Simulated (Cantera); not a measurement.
Equilibrium for silicon epitaxy and polysilicon growth: SiHCl3 + Cl2 + H2

Feed: 1 mol SiHCl3, 0.15 mol Cl2, 26 mol H2, equilibrated at 11.0 mbar.

Cantera equilibrium calculation (NASA polynomials, part measured and part estimated; ideal gas, pure solids and liquids). Candidate condensed phases: Si; 19 gas species. The tables' values for SiCl3 are old estimates; treat these amounts as uncertain. Equilibrium is a limit: real reactors are often held back by kinetics, nucleation or transport.

```csv
T (°C),log p H2,log p HCl,log p SiCl4,log p SiCl2,log p SiHCl3,log p SiCl3,n Si(s)
675,-1.98,-3.77,-3.63,-5.37,-4.19,-5.27,0.230
725,-1.98,-3.59,-3.68,-4.96,-4.24,-5.02,0.279
775,-1.98,-3.43,-3.76,-4.61,-4.30,-4.81,0.334
825,-1.99,-3.30,-3.88,-4.31,-4.40,-4.67,0.386
875,-1.99,-3.21,-4.06,-4.08,-4.54,-4.59,0.427
925,-2.00,-3.14,-4.32,-3.91,-4.75,-4.59,0.450
975,-2.00,-3.10,-4.65,-3.80,-5.00,-4.65,0.458
1025,-2.00,-3.08,-5.03,-3.74,-5.29,-4.77,0.455
1075,-2.00,-3.08,-5.42,-3.71,-5.59,-4.91,0.447
```
log p: log10 of the partial pressure in bar; n: condensed amount in mol.

From 675 °C to 1075 °C the condensed part is Si(s). The main Si-bearing gas is SiCl4 at 675 °C and SiCl2 at 1075 °C. The share of Si in condensed phases is highest at 975 °C (45.8 %) and lowest at 675 °C (23.0 %).
